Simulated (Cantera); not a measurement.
Equilibrium for nitride etching: Si3N4 + HCl

Input: 1 mol Si3N4, 49 mol HCl, at 0.420 Torr.

Cantera equilibrium calculation (NASA polynomials, part measured and part estimated; ideal gas, pure solids and liquids). Candidate condensed phases: NH4Cl, Si, Si3N4; 28 gas species. The tables' values for SiCl3, SiCl are old estimates; treat these amounts as uncertain. Kinetics and transport are ignored.

| T (°C) | log p HCl | log p H2 | log p Cl | log p SiCl2 | log p N2 | log p SiCl4 | log p SiCl3 |
|---|---|---|---|---|---|---|---|
| 1102 | -3.34 | -4.32 | -6.73 | -4.79 | -4.65 | -4.94 | -5.20 |
| 1152 | -3.34 | -4.36 | -6.41 | -4.68 | -4.65 | -5.17 | -5.22 |
| 1202 | -3.33 | -4.40 | -6.11 | -4.62 | -4.65 | -5.42 | -5.28 |
| 1252 | -3.33 | -4.42 | -5.84 | -4.57 | -4.66 | -5.69 | -5.37 |
| 1302 | -3.33 | -4.43 | -5.60 | -4.55 | -4.66 | -5.97 | -5.46 |
| 1352 | -3.33 | -4.43 | -5.37 | -4.53 | -4.66 | -6.24 | -5.57 |
| 1402 | -3.34 | -4.43 | -5.16 | -4.52 | -4.66 | -6.52 | -5.68 |
| 1452 | -3.34 | -4.42 | -4.98 | -4.51 | -4.66 | -6.80 | -5.79 |
| 1502 | -3.35 | -4.40 | -4.80 | -4.51 | -4.66 | -7.08 | -5.91 |
| 1552 | -3.36 | -4.37 | -4.65 | -4.51 | -4.67 | -7.35 | -6.02 |
| 1602 | -3.37 | -4.34 | -4.51 | -4.51 | -4.67 | -7.63 | -6.14 |
log p: log10 of the partial pressure in bar; nothing condenses.

From 1102 °C to 1602 °C nothing is condensed. The main Si-bearing gas is SiCl2 throughout.
